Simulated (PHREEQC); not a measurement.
Dissolve 0.0048 mol CdCl2, 0.00012 mol MgSO4, 5.4e-05 mol H2SO4 and 0.0025 mol Na2SO4 per kg of water at 25 °C. Closed to the air; pH follows from the charge balance.

Computed with PHREEQC (ion-association model, wateq4f.dat).

Task: The ionic strength comes out as 0.0173 mol/kgw. What activity coefficients do Cd(SO4)2-2, H+, CdCl+, Cd+2, Na+ get?

Result: Cd(SO4)2-2 0.59, H+ 0.90, CdCl+ 0.88, Cd+2 0.59, Na+ 0.88.

Precipitation was switched off in this run.
